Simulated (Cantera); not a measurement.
Charge: 1 mol SiH₂Cl₂, 25 mol N₂, held at 0.100 bar.

Method: chemical equilibrium by Gibbs-energy minimisation in Cantera with the NASA 1993 tables (ideal gas, pure condensed phases). Candidate condensed phases: NH₄Cl, Si, Si₃N₄; 28 gas species. The tables' values for SiCl₃ are old estimates; treat these amounts as uncertain. Rates play no part. All values below are at 1700 K.

Base state: N₂ 0.926, HCl 0.0370, H₂ 0.0190, SiCl₂ 0.0169, SiCl₃ 0.00116, SiCl₄ 0.000155, Cl 9.71e-5, H 6.42e-5 (mole fractions); condensed: Si₃N₄(s).

Problem. What changes in the equilibrium state with this change: N₂ from 25 to 3.6 mol?

Solution. 
```
species          before     after
-------------  --------  --------
N₂                0.926     0.626
HCl              0.0370     0.170
H₂               0.0190     0.106
SiCl₃           0.00116    0.0111
SiCl₂            0.0169    0.0833
SiHCl₃          1.55e-5  0.000349
SiCl₄          0.000155   0.00289
Si₃N₄(s), mol     0.171     0.163
```
The tables' values for SiCl₃, SiCl are old estimates; treat these amounts as uncertain.
